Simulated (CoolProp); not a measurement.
Vapour-liquid equilibrium of CH2F2 (R32) (1) + R227EA (2) at 0.118 MPa; x and y are mole fractions of (1).

Model: multi-fluid Helmholtz-energy mixture model, Tillner-Roth 1997 and Lemmon 2016; pair parameters Bell 2016, in CoolProp.

```json
[
 {"x": "0.05", "bubble temperature, mixture model (K)": "255.7", "bubble temperature, Raoult's law (K)": "256.5", "y, mixture model": "0.215", "y, Raoult's law": "0.195"},
 {"x": "0.2", "bubble temperature, mixture model (K)": "___", "bubble temperature, Raoult's law (K)": "247.4", "y, mixture model": "0.598", "y, Raoult's law": "0.551"},
 {"x": "0.35", "bubble temperature, mixture model (K)": "237.1", "bubble temperature, Raoult's law (K)": "240.8", "y, mixture model": "0.766", "y, Raoult's law": "0.736"},
 {"x": "0.5", "bubble temperature, mixture model (K)": "232.5", "bubble temperature, Raoult's law (K)": "235.7", "y, mixture model": "0.849", "y, Raoult's law": "0.844"},
 {"x": "0.65", "bubble temperature, mixture model (K)": "229.5", "bubble temperature, Raoult's law (K)": "231.6", "y, mixture model": "0.900", "y, Raoult's law": "0.912"},
 {"x": "0.8", "bubble temperature, mixture model (K)": "227.2", "bubble temperature, Raoult's law (K)": "228.3", "y, mixture model": "___", "y, Raoult's law": "0.959"},
 {"x": "0.95", "bubble temperature, mixture model (K)": "___", "bubble temperature, Raoult's law (K)": "225.4", "y, mixture model": "0.983", "y, Raoult's law": "0.991"}
]
```

**Question.** Some entries are withheld; supply them.

**Answer.** 
- 0.2, bubble temperature, mixture model (K): 244.3
- 0.8, y, mixture model: 0.940
- 0.95, bubble temperature, mixture model (K): 225.2

The largest gap from Raoult's law is -3.7 K in bubble temperature, at x = 0.35. No azeotrope shows between x = 0.05 and 0.95.

Pair parameters are fitted to limited data, so mixtures are less certain than the pure fluids.
